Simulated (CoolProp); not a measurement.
A closed Brayton cycle with dry air: compressor inlet 322.15 K and 0.94 MPa, high pressure 2.29 MPa, turbine inlet 930 K, compressor efficiency 0.8, turbine efficiency 0.93, recuperator effectiveness 0.9 (on enthalpy, no pinch check). Each further row changes one setting.

Model: reference Helmholtz-energy equation of state, Lemmon 2000, in CoolProp. It is a pseudo-pure fit of the blend.

| case | thermal efficiency (%) | net work (kJ/kg) | compressor to turbine work | compressor exit (K) | turbine exit (K) |
|---|---|---|---|---|---|
| as stated | 34.9 | 81.1 | 0.59 | 438.4 | 751.6 |
| turbine inlet 880 K | 32.3 | 70.2 | 0.63 | 438.4 | 709.7 |
| compressor inlet 332.15 K | 33.5 | 77.4 | 0.61 | 451.8 | 751.6 |
| high pressure 1.95 MPa | 35.0 | 72.0 | 0.57 | 415.2 | 781.3 |
| recuperator effectiveness 0.5 | 22.2 | 81.1 | 0.59 | 438.4 | 751.6 |
